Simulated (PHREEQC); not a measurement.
A solution holds 0.088 mol/kgw KH2PO4, 0.00013 mol/kgw HF and 0.024 mol/kgw ZnSO4, at 20 °C. Closed to the air; pH follows from the charge balance.

Equilibrium calculation in PHREEQC: ion-association model, wateq4f.dat.

Question: The ionic strength comes out as 0.152 mol/kgw. What activity coefficients do Zn(SO4)2-2, HSO4-, Zn+2, H2PO4-, F- get?

Answer: Zn(SO4)2-2 0.33, HSO4- 0.75, Zn+2 0.36, H2PO4- 0.76, F- 0.73.

This is a speciation only: nothing precipitates in the calculation. Saturation is exceeded, for instance for Zn3(PO4)2:4w; the values hold only as long as no solid forms. H3PO4, which wateq4f.dat lacks, is added to it with the constant of phreeqc.dat. The database has no phosphate complexes of Zn.
